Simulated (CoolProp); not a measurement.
A simple Rankine cycle with R113: condensing at 306.15 K, boiler at 2.25 MPa, turbine inlet 461.7 K, turbine efficiency 0.7, pump efficiency 0.8, no recuperator. Each further row changes one setting.

Computed with CoolProp (reference Helmholtz-energy equation of state, Marx 1992).

| case | thermal efficiency (%) | net work (kJ/kg) | heat in (kJ/kg) | turbine exit temperature (K) | volume ratio over the turbine |
|---|---|---|---|---|---|
| as stated | 16.0 | 37.4 | 233 | 373.5 | 47.9 |
| turbine inlet 481.7 K | (withheld) | 40.9 | (withheld) | 398.1 | 42.9 |
| condensing temperature 298.15 K | 16.9 | 40.6 | 241 | 368.7 | 64.4 |
| boiler pressure 1.57 MPa | 15.0 | 37.0 | 246 | (withheld) | 27.9 |
| turbine efficiency 0.6 | (withheld) | 31.8 | 233 | (withheld) | (withheld) |

Question: Complete the blanks.

Answer: 
- turbine inlet 481.7 K, thermal efficiency (%): 16.1
- turbine inlet 481.7 K, heat in (kJ/kg): 255
- boiler pressure 1.57 MPa, turbine exit temperature (K): 391.6
- turbine efficiency 0.6, thermal efficiency (%): 13.6
- turbine efficiency 0.6, turbine exit temperature (K): 381.2
- turbine efficiency 0.6, volume ratio over the turbine: 48.9
